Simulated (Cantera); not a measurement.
# Thermodynamics of silicon etching in halogen gases, feed Si + F₂ + H₂

Feed: 1 mol Si, a varied amount of F₂, 87 mol H₂, equilibrated at 0.0188 Torr.

Cantera equilibrium calculation (NASA polynomials, part measured and part estimated; ideal gas, pure solids and liquids). Candidate condensed phases: Si; 25 gas species. The tables' values for SiF₂, SiF₃ are old estimates. The numbers say what is thermodynamically allowed, not how fast it happens.

Task: Map the stable condensed phases over T = 400, 500, 600, 700, 800, 900, 1000, 1100, 1200, 1300, 1400, 1500 °C and n(F₂) in mol = 0.69, 1.3, 1.9, 2.5, 3.1, 3.7, 4.3, 4.9, 5.5, 6.1, 6.7.

Result: 
```
T in °C \ n(F₂) in mol
         0.69  1.3  1.9  2.5  3.1  3.7  4.3  4.9  5.5  6.1  6.7
   1500     A    A    A    A    A    A    A    A    A    A    A
   1400     A    A    A    A    A    A    A    A    A    A    A
   1300     B    A    A    A    A    A    A    A    A    A    A
   1200     B    A    A    A    A    A    A    A    A    A    A
   1100     B    B    A    A    A    A    A    A    A    A    A
   1000     B    B    A    A    A    A    A    A    A    A    A
    900     B    B    A    A    A    A    A    A    A    A    A
    800     B    B    B    A    A    A    A    A    A    A    A
    700     B    B    B    A    A    A    A    A    A    A    A
    600     B    B    B    A    A    A    A    A    A    A    A
    500     B    B    B    A    A    A    A    A    A    A    A
    400     B    B    B    A    A    A    A    A    A    A    A
```
A: gas only; B: Si.
